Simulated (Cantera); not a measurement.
An isothermal, constant-pressure homogeneous reactor starts with 8.20 % H2, 82.0 % O2, 9.84 % N2, equivalence ratio 0.050, at 1375 K and 14.3 Torr.

Computed with Cantera and GRI-Mech 3.0 (53 species, 325 reactions). Radical loss at walls, strong at low pressure, is not modelled. The temperature is held fixed by assumption; the heat of reaction is taken as removed at once.

One state of this run: x H2 = 3.05e-7; x O2 = 0.812; x O = 6.02e-6; x H2O = 0.0854; x NO2 = 8.18e-10; x HO2 = 6.16e-8. x: mole fraction; the columns are a selection and need not sum to one.

Task: Which value of t (s) does it belong to?
A) 0.000253
B) 7.00
C) 0.170
D) 1.09

Result: B, 7.00
